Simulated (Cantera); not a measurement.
A closed system holds: 1 mol SiH2Cl2, 47 mol NH3, 44 mol N2, at 10.0 mbar.

Method: chemical equilibrium by Gibbs-energy minimisation in Cantera with the NASA 1993 tables (ideal gas, pure condensed phases). Candidate condensed phases: NH4Cl, Si, Si3N4; 28 gas species. The numbers say what is thermodynamically allowed, not how fast it happens. All values below are at 1675 K.

Base state: H2 0.506, N2 0.480, HCl 0.0134, H 0.000826, SiCl2 0.000459, Cl 1.71e-5, Si 1.55e-5 (mole fractions); condensed: Si3N4(s).

Question: What changes in the equilibrium state with this change: SiH2Cl2 replaced by trisilylamine?

Answer: 
```
species          before     after
-------------  --------  --------
H2                0.506     0.531
N2                0.480     0.468
H              0.000826  0.000846
HCl              0.0134         0
Si              1.55e-5   1.58e-5
SiCl2          0.000459         0
Cl              1.71e-5         0
Si3N4(s), mol     0.311     0.999
```
The feed counts by its element totals alone.
